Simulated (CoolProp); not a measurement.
Vapour pressure (bar) of R21: the reference equation beside estimates from Tc = 452.7 K, pc = 52.89 bar, ω = 0.206. Clausius-Clapeyron is anchored at 310.7 K with a constant enthalpy of vaporisation of 22.93 kJ/mol.

Computed with CoolProp (reference Helmholtz-energy equation of state, Platzer 1990). This equation is an older, rougher fit; its heat capacities, sound speeds and derivatives of the liquid may be far off and weren't checked against measurements.

```
T (K)  reference  Lee-Kesler  Clausius-Clapeyron  van der Waals  Redlich-Kwong  Peng-Robinson
-----  ---------  ----------  ------------------  -------------  -------------  -------------
243.3     0.1703      0.1668              0.2344          2.359         0.3078         0.1780
265.8     0.5165      0.5084              0.6119          4.048         0.8590         0.5261
288.2      1.280       1.267               1.371          6.413          1.964          1.282
310.7      2.741       2.723               2.741          9.577          3.905          2.720
333.2      5.221       5.205               4.991          13.63          6.963          5.167
355.6      9.066       9.056               8.406          18.62          11.40          8.987
378.1      14.70       14.70               13.34          24.67          17.53          14.64
400.5      22.51       22.53               20.05          31.78          25.54          22.56
423        33.10       33.18               28.92          40.08          35.74          33.32
```

Absolute difference from the reference over all 9 rows, mean and median: Lee-Kesler 0.7 and 0.3 %, Clausius-Clapeyron 12.0 and 9.3 %, van der Waals 335.1 and 161.1 %, Redlich-Kwong 38.1 and 33.4 %, Peng-Robinson 1.2 and 0.8 %.
